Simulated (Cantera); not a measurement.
Input (Python, Cantera) and output of one run.

```python
import numpy as np
import cantera as ct

gas_names = [...]  # 123 gases of nasa_gas.yaml made of C, H, O, Si
cond_names = """
    C(gr) C6H6(L) C7H8(L) C8H18(L),n-octa H2O(s) H2O(L) Si(cr) Si(L) SiC(b) SiO2(Lqz) SiO2(hqz) SiO2(L)
""".split()


# ... load() reads the species with a 1 bar reference pressure and builds the phases ...
atoms = {
    'Si': {'Si': 1},
    'H2O': {'H': 2, 'O': 1},
    'CO': {'C': 1, 'O': 1},
}
top_T = {'C(gr)': 4500, 'SiC(b)': 3050}  # K; cautious upper limits of use, not melting points


# ... equilibrate(T, P, feed) seeds the gas with the atoms and calls Mixture.equilibrate('TP', solver="vcs", rtol=1e-11, max_steps=5000) ...
results = []
feed = {'Si': 1, 'H2O': 0.034, 'CO': 64}  # mol
T = 1325  # K
P = 470000  # Pa
mix = equilibrate(T, P, feed)
results.append((T, P, feed, dict(zip(mix.species_names, mix.species_moles))))
x = sorted(zip(gas.X, gas.species_names), reverse=True)
print(f"T = {T:g} K  P = {P:g} Pa  gas = {mix.phase_moles(0):.4g} mol")
print("   x: " + "  ".join(f"{s} {v:.3e}" for v, s in x if v > 1e-06))
print("   condensed (mol): " + ("  ".join(f"{mix.phase(i).name} {mix.phase_moles(i):.4g}"
      for i in range(1, mix.n_phases) if mix.phase_moles(i) > 1e-12) or "none"))
```

Output:

```
T = 1325 K  P = 470000 Pa  gas = 61 mol
   x: CO 9.819e-01  CO2 1.750e-02  H2 5.394e-04  H2O 1.791e-05
   condensed (mol): C(gr) 3.035  SiO2(hqz) 1
```

Equilibrium computed with Cantera from the NASA thermochemical tables; the gas is ideal and each condensed phase is pure. The tables hold silica as quartz up to 1696 K and as liquid above; real silica turns to tridymite and cristobalite and melts near 1996 K.
